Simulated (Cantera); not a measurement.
Mixture: CH₄ : C₂H₆ : C₃H₈ : O₂ : N₂ = 1 : 0.09 : 0.035 : 2.26 : 8.51 (molar parts), equivalence ratio 1.1, at 1.01 bar, adiabatic and at constant volume. Ignition delay is the time to a rise of 400 K.

Detailed kinetics in Cantera: GRI-Mech 3.0 (53 species, 325 reactions).

Problem. What does this change do: pressure from 1.01 bar to 0.340 bar?

Solution. 
| quantity | before | after |
|---|---|---|
| delay at 1298 K | 1.60 ms | 3.05 ms |
| delay at 1373 K | 0.662 ms | 1.27 ms |
| delay at 1448 K | 0.301 ms | 0.599 ms |
| delay at 1523 K | 0.151 ms | 0.316 ms |
| delay at 1598 K | 84.1 µs | 0.184 ms |
| delay at 1673 K | 50.9 µs | 0.117 ms |
| delay at 1748 K | 33.2 µs | 79.1 µs |
| apparent activation energy between 1598 and 1748 K | 140 kJ/mol | 130 kJ/mol |
